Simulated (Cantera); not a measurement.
## Thermodynamics of nitride etching, feed BN + Cl₂ + NF₃

Feed: 1 mol BN, a varied amount of Cl₂, 5.5 mol NF₃, equilibrated at 1102 °C and 2600 Pa.

These are equilibrium values from Cantera (NASA tables, ideal gas, pure condensed phases), not measurements of a reactor. Candidate condensed phases: B, BN; 21 gas species. Rates play no part.

```
n(Cl₂) (mol)    x F  x ClF   x N₂   x BF₃     x Cl₂     x Cl
------------  -----  -----  -----  ------  --------  -------
1.4           0.598  0.155  0.183  0.0564  0.000273  0.00239
1.6           0.576  0.177  0.183  0.0564  0.000382  0.00283
1.9           0.544  0.209  0.183  0.0563  0.000601  0.00355
2.1           0.522  0.231  0.183  0.0562  0.000791  0.00408
2.4           0.490  0.262  0.182  0.0562   0.00116  0.00494
2.8           0.448  0.304  0.182  0.0560   0.00187  0.00626
3.2           0.406  0.344  0.181  0.0558   0.00291  0.00781
3.6           0.366  0.382  0.181  0.0556   0.00443  0.00964
4.1           0.318  0.426  0.180  0.0553   0.00731   0.0124
4.7           0.265  0.472  0.178  0.0547    0.0129   0.0165
5.4           0.213  0.512  0.175  0.0538    0.0234   0.0222
6.2           0.169  0.538  0.170  0.0524    0.0412   0.0294
```
x: gas mole fraction; nothing condenses.

From 1.4 mol Cl₂ to 6.2 mol Cl₂ nothing is condensed. The main B-bearing gas is BF₃ throughout.
